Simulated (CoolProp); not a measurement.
Properties of R113 along the isobar 23 bar (Tc = 214.1 °C, pc = 33.92 bar, ω = 0.253).

Values from CoolProp's reference Helmholtz-energy equation of state, Marx 1992.

| T (°C) | phase | density (kg/m³) | speed of sound (m/s) | fugacity coefficient |
|---|---|---|---|---|
| 131.65 | liquid | 1284 | 386.9 | 0.3369 |
| 140.35 | liquid | 1254 | 359.6 | 0.3883 |
| 148.95 | liquid | 1222 | 331.8 | 0.4428 |
| 157.65 | liquid | 1187 | 302.3 | 0.5015 |
| 166.25 | liquid | 1149 | 271.3 | 0.5626 |
| 174.95 | liquid | 1104 | 237.1 | 0.6271 |
| 183.55 | liquid | 1051 | 198.4 | 0.6928 |
| 192.25 | gas | 178.8 | 94.83 | 0.7369 |
| 200.85 | gas | 164.3 | 102.5 | 0.7541 |
| 209.55 | gas | 153.7 | 108.6 | 0.7697 |
| 218.15 | gas | 145.5 | 113.6 | 0.7836 |
| 226.85 | gas | 138.6 | 118.1 | 0.7965 |
